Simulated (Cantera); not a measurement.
A freely propagating, adiabatic, planar premixed flame of H₂ : O₂ : N₂ = 1 : 0.455 : 1.71 (molar parts), equivalence ratio 1.1, unburnt at 473 K and 0.543 atm; mixture-averaged transport, grid criteria slope 0.08 and curve 0.16, no radiation.

Model: the H2/O2 subset of GRI-Mech 3.0, which has no nitrogen chemistry, integrated in Cantera. Burning velocities carry a grid error of a few per cent, more on coarse grids.

Question: How do the results move with these cheaper or finer settings: unity-Lewis-number transport; multicomponent transport; multicomponent+Soret transport; grid criteria slope 0.5, curve 1; grid criteria slope 0.25, curve 0.5; grid criteria slope 0.03, curve 0.06?

Answer: 
```
setting                               laminar burning velocity  thermal thickness  peak x(H)  peak x(OH)  grid points
------------------------------------  ------------------------  -----------------  ---------  ----------  -----------
as above                                              503 cm/s           0.944 mm     0.0707      0.0166          130
unity-Lewis-number transport                          324 cm/s           0.723 mm     0.0767      0.0165          119
multicomponent transport                              493 cm/s           0.941 mm     0.0704      0.0166          130
multicomponent+Soret transport                        467 cm/s           0.923 mm     0.0684      0.0166          130
grid criteria slope 0.5, curve 1                      582 cm/s            1.28 mm     0.0715      0.0168           35
grid criteria slope 0.25, curve 0.5                   522 cm/s            1.02 mm     0.0710      0.0167           62
grid criteria slope 0.03, curve 0.06                  497 cm/s           0.922 mm     0.0705      0.0165          293
```
Unity Lewis numbers drop preferential diffusion, which matters most where H2 and H carry the flame; Soret adds thermal diffusion.
